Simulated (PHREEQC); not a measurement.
Acid mine or pickling water

Synthetic water in mg/kgw, 60 °C, pH 2.06, pe 9.6:

```json
[
 {"constituent": "Na", "mg/kgw": "76.5"},
 {"constituent": "K", "mg/kgw": "0.0124"},
 {"constituent": "Ca", "mg/kgw": "476"},
 {"constituent": "Mg", "mg/kgw": "3.44"},
 {"constituent": "Cl", "mg/kgw": "176"},
 {"constituent": "S(6) as SO4", "mg/kgw": "1980"},
 {"constituent": "Mn(2)", "mg/kgw": "0.237"}
]
```

Na is adjusted to close the charge balance.
Valence states are taken as typed.

Model: ion-association model, wateq4f.dat, run in PHREEQC.

Each row changes one thing in this solution. This is a speciation only: nothing precipitates in the calculation.

```tsv
case	ionic strength (mol/kgw)	HSO4- (mol/kgw)	Ca+2 (mol/kgw)	SO4-2 (mol/kgw)	CaSO4 (mol/kgw)	CaHSO4+ (mol/kgw)	SI of Gypsum (CaSO4:2H2O)	SI of Halite (NaCl)
as made	0.0455	0.00871	0.00800	0.00790	0.00349	0.000387	-0.23	-6.70
temperature from 60 to 20 °C at the same typed pH	0.0528	[?]	0.00795	0.0116	0.00370	0.000220	[?]	-6.23
all concentrations times 2 at the same typed pH	0.0881	0.0151	[?]	[?]	[?]	0.000991	+0.16	-5.65
```

Some entries are withheld; supply them.


- temperature from 60 to 20 °C at the same typed pH, HSO4- (mol/kgw): 0.00491
- temperature from 60 to 20 °C at the same typed pH, SI of Gypsum (CaSO4:2H2O): -0.12
- all concentrations times 2 at the same typed pH, Ca+2 (mol/kgw): 0.0144
- all concentrations times 2 at the same typed pH, SO4-2 (mol/kgw): 0.0160
- all concentrations times 2 at the same typed pH, CaSO4 (mol/kgw): 0.00840

Complexes and solids missing from the database can't appear. Some of these states are supersaturated (in Gypsum, for instance). Constants without temperature data keep their 25 °C values here.
